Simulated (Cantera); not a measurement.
Input (Python, Cantera) and output of one run.

```python
import numpy as np
import cantera as ct

gas_names = """
    C CH CH2 CH3 CH2OH CH3O CH4 CH3OH CO CO2 COOH C2 C2H CHCO,ketyl C2H2,acetylene C2H2,vinylidene
    CH2CO,ketene C2H3,vinyl CH3CO,acetyl C2H4 C2H4O,ethylen CH3CHO,ethanal CH3COOH (HCOOH)2 C2H5 C2H6
    CH3OCH3 C2H5OH C2O C3 C3H3,propargyl C3H4,allene C3H4,propyne C3H4,cyclo- C3H5,allyl C3H6,propylene
    C3H6,cyclo- C3H6O C3H7,n-propyl C3H7,i-propyl C3H8 C3H8O,1propanol C3H8O,2propanol C3O2 C4 C4H2
    C4H4,1,3-cyclo- C4H6,butadiene C4H6,2-butyne C4H6,cyclo- C4H8,1-butene C4H8,cis2-buten
    C4H8,tr2-butene C4H8,isobutene C4H8,cyclo- (CH3COOH)2 C4H9,n-butyl C4H9,i-butyl C4H9,s-butyl
    C4H9,t-butyl C4H10,isobutane C4H10,n-butane C5 C5H6,1,3cyclo- C5H8,cyclo- C5H10,1-pentene
    C5H10,cyclo- C5H11,pentyl C5H11,t-pentyl C5H12,n-pentane C5H12,i-pentane CH3C(CH3)2CH3 C6H2
    C6H5,phenyl C6H5O,phenoxy C6H6 C6H5OH,phenol C6H10,cyclo- C6H12,1-hexene C6H12,cyclo- C6H13,n-hexyl
    C7H7,benzyl C7H8 C7H8O,cresol C7H14,1-heptene C7H15,n-heptyl C7H16,n-heptane C8H8,styrene
    C8H10,ethylbenz C8H16,1-octene C8H17,n-octyl C8H18,isooctane C8H18,n-octane C9H19,n-nonyl
    C10H8,naphthale C10H21,n-decyl C12H9,o-bipheny C12H10,bipheny H HCO HO2 H2 HCHO,formaldehy HCOOH H2O
    H2O2 O OH O2 O3
""".split()
cond_names = """
    C(gr) C6H6(L) C7H8(L) C8H18(L),n-octa H2O(s) H2O(L)
""".split()


def load(file, names, dense=False):
    # The tables refer to 1 bar. Condensed volumes are neglected.
    table = {s.name: s for s in ct.Species.list_from_file(file)}
    out = []
    for n in names:
        d = dict(table[n].input_data)
        d["thermo"] = dict(d["thermo"], **{"reference-pressure": 1e5})
        if dense:
            d["equation-of-state"] = {"model": "constant-volume", "density": "1e6 g/cm^3"}
        out.append(ct.Species.from_dict(d))
    return out


gas = ct.Solution(thermo="ideal-gas", species=load("nasa_gas.yaml", gas_names))
cond = {s.name: ct.Solution(thermo="fixed-stoichiometry", species=[s], name=s.name)
        for s in load("nasa_condensed.yaml", cond_names, dense=True)}
atoms = {
    'toluene': {'C': 7, 'H': 8},
    'CO2': {'C': 1, 'O': 2},
    'H2': {'H': 2},
}
top_T = {'C(gr)': 4500}  # K; cautious upper limits of use, not melting points


def equilibrate(T, P, feed):
    n = {}
    for name, mol in feed.items():
        for a, k in atoms[name].items():
            n[a] = n.get(a, 0.0) + k * mol
    gas.TPX = T, P, n
    mass = sum(n.values()) * gas.mean_molecular_weight
    gas.equilibrate("TP")
    valid = [c for c in cond.values() if c.min_temp <= T <= top_T.get(c.name, c.max_temp)]
    mix = ct.Mixture([(gas, mass / gas.mean_molecular_weight)] + [(c, 0.0) for c in valid])
    mix.T, mix.P = T, P
    mix.equilibrate("TP", solver="vcs", rtol=1e-11, max_steps=5000)
    return mix


results = []
feed = {'toluene': 1, 'CO2': 1.3, 'H2': 4.4}  # mol
T = 1973.15  # K
for P in [10, 72, 520, 3700, 27000, 190000, 1400000, 10000000]:
    mix = equilibrate(T, P, feed)
    results.append((T, P, feed, dict(zip(mix.species_names, mix.species_moles))))

top = {s: max(r[3][s] / sum(r[3][g] for g in gas_names) for r in results) for s in gas_names}
cols = sorted((s for s in top if top[s] > 1e-05), key=lambda s: -top[s])[:6]
seen = [c for c in cond_names if any(r[3].get(c, 0) > 1e-12 for r in results)]
print("log10 of partial pressures in bar; condensed amounts in mol")
print(f"{'P/Pa':>10s}" + "".join(f"{s[:9]:>10s}" for s in cols + seen))
for T, P, feed, n in results:
    ng = sum(n[g] for g in gas_names)
    print(f"{P:10.4g}" + "".join(f"{np.log10(max(n[s] / ng * P / 1e5, 1e-99)):10.3f}" for s in cols)
          + "".join(f"{n.get(c, 0):10.4g}" for c in seen))
```

It prints:

```
log10 of partial pressures in bar; condensed amounts in mol
      P/Pa        H2        CO         H       CH4       H2O C2H2,acet     C(gr)
        10    -4.177    -4.651    -4.958   -11.694   -12.712    -7.369      5.69
        72    -3.282    -3.778    -4.510    -9.905   -10.945    -6.475      5.69
       520    -2.410    -2.914    -4.074    -8.160    -9.208    -5.603     5.689
      3700    -1.552    -2.060    -3.646    -6.445    -7.496    -4.745     5.689
   2.7e+04    -0.687    -1.196    -3.213    -4.715    -5.767    -3.880     5.688
   1.9e+05     0.161    -0.348    -2.789    -3.020    -4.071    -3.032     5.684
   1.4e+06     1.026     0.521    -2.356    -1.289    -2.337    -2.167     5.652
     1e+07     1.864     1.380    -1.937     0.388    -0.639    -1.328     5.447
```

Method: chemical equilibrium by Gibbs-energy minimisation in Cantera with the NASA 1993 tables (ideal gas, pure condensed phases). The ideal-gas law is rough above about 30 bar.
